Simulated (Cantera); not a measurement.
Charge: 1 mol CaCl2, a varied amount of O2, 4.9 mol N2, 0.31 mol HCl, at 2073 K and 10.0 Torr.

Method: chemical equilibrium by Gibbs-energy minimisation in Cantera with the NASA 1993 tables (ideal gas, pure condensed phases). Candidate condensed phases: Ca, CaCl2, CaO, Ca(OH)2, H2O, NH4Cl; 36 gas species. Condensed phases not in the tables: oxide chlorides. Kinetics and transport are ignored.

Problem. At 0.37 mol O2, list the 6 most abundant gas species with their mole fractions, and the condensed phases.

Solution. N2 0.734, CaCl2 0.141, O2 0.0432, Cl 0.0366, HCl 0.0281, H2O 0.00813. Condensed: CaO(s).
